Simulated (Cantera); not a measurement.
A closed system holds: 1 mol Si, 1.6 mol HCl, 2.8 mol H2, equilibrated at 1075 K and 0.500 bar.

Equilibrium computed with Cantera from the NASA thermochemical tables; the gas is ideal and each condensed phase is pure. Candidate condensed phases: Si; 19 gas species. The tables' values for SiCl3 are old estimates; treat these amounts as uncertain. Kinetics and transport are ignored.

Base state: H2 0.873, SiCl4 0.0669, SiHCl3 0.0331, HCl 0.0219, SiCl3 0.00213, SiH2Cl2 0.00191, SiCl2 0.00108, SiH3Cl 2.91e-5 (mole fractions); condensed: Si(s).

**Question.** What changes in the equilibrium state with this change: Si replaced by SiCl4?

**Answer.** 
| species | before | after |
|---|---|---|
| H2 | 0.873 | 0.514 |
| HCl | 0.0219 | 0.300 |
| SiCl4 | 0.0669 | 0.181 |
| SiHCl3 | 0.0331 | 0.00385 |
| SiH3Cl | 2.91e-5 | 6.26e-9 |
| SiH2Cl2 | 0.00191 | 9.58e-6 |
| SiCl2 | 0.00108 | 9.16e-6 |
| SiCl3 | 0.00213 | 0.000324 |
| Si(s), mol | 0.581 | 0 |

**Question.** What changes in the equilibrium state with this change: temperature from 1075 K to 923.15 K?

**Answer.** 
```
species      before     after
----------  -------  --------
H2            0.873     0.884
SiCl4        0.0669    0.0707
SiHCl3       0.0331    0.0365
HCl          0.0219   0.00612
SiCl2       0.00108   6.08e-5
SiCl3       0.00213  0.000327
SiH3Cl      2.91e-5   2.30e-5
SiH2Cl2     0.00191   0.00185
Si(s), mol    0.581     0.566
```

**Question.** What changes in the equilibrium state with this change: pressure from 0.500 bar to 0.190 bar?

**Answer.** 
| species | before | after |
|---|---|---|
| H2 | 0.873 | 0.870 |
| SiCl4 | 0.0669 | 0.0693 |
| HCl | 0.0219 | 0.0281 |
| SiHCl3 | 0.0331 | 0.0266 |
| SiH3Cl | 2.91e-5 | 1.41e-5 |
| SiCl2 | 0.00108 | 0.00178 |
| Si(s), mol | 0.581 | 0.593 |
